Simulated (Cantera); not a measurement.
Feed: 1 mol Mg(OH)2, 0.019 mol C, 0.065 mol CO2, held at 1.00 Torr.

Equilibrium computed with Cantera from the NASA thermochemical tables; the gas is ideal and each condensed phase is pure. Candidate condensed phases: C, C6H6, C7H8, C8H18, H2O, Mg, MgCO3, MgO, Mg(OH)2; 116 gas species. The numbers say what is thermodynamically allowed, not how fast it happens. All values below are at 1175 °C.

Base state: H2O 0.893, CO2 0.0719, H2 0.0294, CO 0.00562, H 4.33e-5, OH 3.13e-5 (mole fractions); condensed: MgO(s).

Q: What changes in the equilibrium state with this change: CO2 from 0.065 to 7.6 mol?

A: 
| species | before | after |
|---|---|---|
| CO2 | 0.0719 | 0.879 |
| H2O | 0.893 | 0.116 |
| CO | 0.00562 | 0.00446 |
| H2 | 0.0294 | 0.000248 |
| O2 | 5.85e-7 | 0.000139 |
| H | 4.33e-5 | 3.97e-6 |
| OH | 3.13e-5 | 4.42e-5 |
| MgO(s), mol | 1.00 | 1.00 |

Q: What changes in the equilibrium state with this change: CO2 from 0.065 to 0.96 mol?

A: 
```
species       before    after
-----------  -------  -------
H2O            0.893    0.499
CO2           0.0719    0.481
CO           0.00562   0.0134
H2            0.0294  0.00585
H            4.33e-5  1.93e-5
OH           3.13e-5  3.92e-5
MgO(s), mol     1.00     1.00
```

Q: What changes in the equilibrium state with this change: Mg(OH)2 replaced by MgSO4?

A: 
```json
[
 {"species": "SO2", "before": "0", "after": "0.639"},
 {"species": "O2", "before": "5.85e-7", "after": "0.307"},
 {"species": "CO2", "before": "0.0719", "after": "0.0537"},
 {"species": "H2O", "before": "0.893", "after": "0"},
 {"species": "H2", "before": "0.0294", "after": "0"},
 {"species": "SO3", "before": "0", "after": "0.000636"},
 {"species": "H", "before": "4.33e-5", "after": "0"},
 {"species": "OH", "before": "3.13e-5", "after": "0"},
 {"species": "CO", "before": "0.00562", "after": "5.79e-6"},
 {"species": "MgO(s), mol", "before": "1.00", "after": "1.00"}
]
```
Further candidate phases: MgS, MgSO4, S.
